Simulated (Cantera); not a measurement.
An isothermal, constant-pressure homogeneous reactor starts with NO : N2 = 1 : 0.18 (molar parts), at 2048 K and 0.0434 atm.

Model: GRI-Mech 3.0 (53 species, 325 reactions), integrated in Cantera. Radical loss at walls, strong at low pressure, is not modelled.

One state of this run: x NO = 0.838; x O2 = 0.00408; x N2O = 0.000270; x O = 0.000776; x N2 = 0.157; x NO2 = 6.19e-5. x: mole fraction; the columns are a selection and need not sum to one.

Problem. Which value of t (s) does it belong to?
A) 6.46e-5
B) 0.0167
C) 0.0508
D) 13.2

Solution. C, 0.0508
